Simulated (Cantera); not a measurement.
Mixture: CH₄ : O₂ : N₂ = 1 : 3.45 : 13 (molar parts), equivalence ratio 0.58, at 1.01 bar, adiabatic and at constant pressure. Ignition delay is the time to a rise of 400 K.

Computed with Cantera and GRI-Mech 3.0 (53 species, 325 reactions).

Problem. Predict: delay at 1323 K; delay at 1523 K; delay at 1723 K; delay at 1923 K; delay at 2123 K; apparent activation energy between 2023 and 2223 K.

Solution. 
| Item | Result |
|---|---|
| delay at 1323 K | 6.60 ms |
| delay at 1523 K | 0.780 ms |
| delay at 1723 K | 0.172 ms |
| delay at 1923 K | 56.0 µs |
| delay at 2123 K | 23.2 µs |
| apparent activation energy between 2023 and 2223 K | 150 kJ/mol |
